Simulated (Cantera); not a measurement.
Charge: 1 mol Cu₂O, 1.1 mol CO, 2 mol C, equilibrated at 52.0 mbar.

These are equilibrium values from Cantera (NASA tables, ideal gas, pure condensed phases), not measurements of a reactor. Candidate condensed phases: C, Cu, CuO, Cu₂O; 15 gas species. Rates play no part. All values below are at 925 °C.

Base state: CO 0.999, CO₂ 0.00101 (mole fractions); condensed: C(graphite) + Cu(s).

What changes in the equilibrium state with this change: Cu₂O replaced by MgO?


```tsv
species	before	after
CO	0.999	0.999
CO₂	0.00101	0.00101
C(graphite), mol	1.00	2.00
Cu(s), mol	2.00	0
MgO(s), mol	0	1.00
```
Further candidate phases: Mg, MgCO₃, MgO.
